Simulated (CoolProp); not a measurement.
Properties of CHF3 (R23) along the isobar 27500 kPa (Tc = 26.1 °C, pc = 4832 kPa, ω = 0.263).

Computed with CoolProp (reference Helmholtz-energy equation of state, Penoncello 2003).

```tsv
T (°C)	phase	Z	isothermal compressibility (1/MPa)
-125.75	liquid	0.9583	0.0007287
-114.25	liquid	0.9086	0.0008310
-102.75	liquid	0.8664	0.0009461
-91.25	liquid	0.8306	0.001078
-79.75	liquid	0.8000	0.001231
-68.25	liquid	0.7739	0.001411
-56.75	liquid	0.7517	0.001624
-45.25	liquid	0.7330	0.001878
-33.75	liquid	0.7175	0.002183
-22.25	liquid	0.7049	0.002553
-10.75	liquid	0.6951	0.003003
0.75	liquid	0.6880	0.003552
12.25	liquid	0.6836	0.004221
23.75	liquid	0.6817	0.005037
35.25	supercritical	0.6825	0.006025
46.75	supercritical	0.6860	0.007210
```
